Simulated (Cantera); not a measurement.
An adiabatic, constant-pressure homogeneous reactor starts with C3H8 : O2 : N2 = 1 : 2.08 : 7.83 (molar parts), equivalence ratio 2.4, at 1200 K and 4.20 bar. Integrator tolerance rtol = 1e-08.

Model: GRI-Mech 3.0 (53 species, 325 reactions), integrated in Cantera. GRI-Mech 3.0 was tuned for natural gas; its chemistry of propane as a main component is partial and can be far from experiment.

### Question
What does this change do: pressure from 4.20 bar to 5.00 bar?

### Answer
```json
[
 {"quantity": "time of steepest temperature rise", "before": "3.14 ms", "after": "2.84 ms"},
 {"quantity": "temperature at 4.00 s", "before": "2138 K", "after": "2138 K"},
 {"quantity": "equilibrium temperature", "before": "2138 K", "after": "2138 K"},
 {"quantity": "x(C3H8) at 4.00 s", "before": "<1e-12 (gas-phase equilibrium <1e-12)", "after": "<1e-12 (gas-phase equilibrium <1e-12)"},
 {"quantity": "x(O2) at 4.00 s", "before": "1.49e-8 (gas-phase equilibrium 1.49e-8)", "after": "1.26e-8 (gas-phase equilibrium 1.26e-8)"},
 {"quantity": "x(CH3) at 4.00 s", "before": "6.45e-10 (gas-phase equilibrium 7.33e-10)", "after": "8.40e-10 (gas-phase equilibrium 9.52e-10)"},
 {"quantity": "x(HCN) at 4.00 s", "before": "1.74e-6 (gas-phase equilibrium 1.74e-6)", "after": "2.07e-6 (gas-phase equilibrium 2.07e-6)"},
 {"quantity": "x(C2H4) at 4.00 s", "before": "<1e-12 (gas-phase equilibrium <1e-12)", "after": "<1e-12 (gas-phase equilibrium <1e-12)"},
 {"quantity": "x(NO) at 4.00 s", "before": "2.39e-6 (gas-phase equilibrium 2.39e-6)", "after": "2.20e-6 (gas-phase equilibrium 2.20e-6)"}
]
```
